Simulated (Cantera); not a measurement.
Input: 1 mol SiHCl₃, 0.55 mol C₂H₂, 1700 mol H₂, at 20000 Pa.

Equilibrium computed with Cantera from the NASA thermochemical tables; the gas is ideal and each condensed phase is pure. Candidate condensed phases: C, C₆H₆, C₇H₈, C₈H₁₈, Si, SiC; 109 gas species. Gases not in the tables: Si₂H₆ and higher silanes. Kinetics and transport are ignored.

Problem. What share of the Si ends up in condensed phases as a function of T (°C), at 852, 1052, 1252, 1452, 1652, 1852, 2052, 2252?

Solution. 
```json
[
 {"T (°C)": "852", "Si condensed (%)": "99.8", "as": "SiC(s)"},
 {"T (°C)": "1052", "Si condensed (%)": "99.9", "as": "SiC(s)"},
 {"T (°C)": "1252", "Si condensed (%)": "99.9", "as": "SiC(s)"},
 {"T (°C)": "1452", "Si condensed (%)": "99.6", "as": "SiC(s)"},
 {"T (°C)": "1652", "Si condensed (%)": "94.6", "as": "SiC(s)"},
 {"T (°C)": "1852", "Si condensed (%)": "40.2", "as": "SiC(s)"},
 {"T (°C)": "2052", "Si condensed (%)": "0.0", "as": "-"},
 {"T (°C)": "2252", "Si condensed (%)": "0.0", "as": "-"}
]
```
